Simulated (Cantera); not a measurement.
An isothermal, constant-pressure homogeneous reactor starts with 3.57 % C₂H₆, 96.4 % H₂, at 1250 K and 10.00 Torr.

Cantera simulation using GRI-Mech 3.0 (53 species, 325 reactions); the numbers are that mechanism's predictions, not measurements. GRI-Mech 3.0 stops at C3 and has no aromatics, soot or wall deposition, so with more carbon than oxygen in the feed, carbon stays in small species such as C2H2 where larger ones or solid carbon would form. Radical loss at walls, strong at low pressure, is not modelled.

Task: Predict: x(C₂H₆) at 200 s; x(H₂) at 200 s; x(C₂H₄) at 200 s; x(CH₃) at 200 s; x(C₂H₂) at 200 s.

Result: 
```
Property                                           Result
----------------  ---------------------------------------
x(C₂H₆) at 200 s  1.41e-6 (gas-phase equilibrium 1.27e-6)
x(H₂) at 200 s        0.953 (gas-phase equilibrium 0.948)
x(C₂H₄) at 200 s  0.00145 (gas-phase equilibrium 0.00117)
x(CH₃) at 200 s   2.48e-6 (gas-phase equilibrium 2.85e-6)
x(C₂H₂) at 200 s    0.0202 (gas-phase equilibrium 0.0163)
```
